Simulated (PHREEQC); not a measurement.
**Acid rinse or clean: speciation**

A solution holds 1.1 mmol/kgw H2SO4, 0.11 mmol/kgw NaCl and 1.2 mmol/kgw KCl, at 49 °C. Closed to the air; pH follows from the charge balance.

Computed with PHREEQC (Pitzer model, pitzer.dat).

Each row changes one thing in this solution. This is a speciation only: nothing precipitates in the calculation.

```tsv
case	pH	ionic strength (mol/kgw)	SI of Sylvite (KCl)	SI of Halite (NaCl)
as made	2.74	0.00413	-6.98	-8.52
diluted 100-fold with water	4.66	(withheld)	-10.92	-12.46
temperature from 49 to 30 °C	2.72	0.00430	-6.82	-8.50
H2SO4 from 0.0011 to 0.0055 mol/kgw	2.13	0.0124	-7.02	-8.56
temperature from 49 to 90 °C	2.81	(withheld)	-7.17	(withheld)
H2SO4 left out	6.64	0.00131	-6.95	(withheld)
diluted 5-fold with water	3.39	0.000893	-8.34	-9.89
```

Task: What belongs in the gaps?

Result: 
- diluted 100-fold with water, ionic strength (mol/kgw): 4.60e-5
- temperature from 49 to 90 °C, ionic strength (mol/kgw): 0.00360
- temperature from 49 to 90 °C, SI of Halite (NaCl): -8.51
- H2SO4 left out, SI of Halite (NaCl): -8.49

At this temperature some constants are extrapolated from 25 °C, and those without enthalpy data are left unchanged.
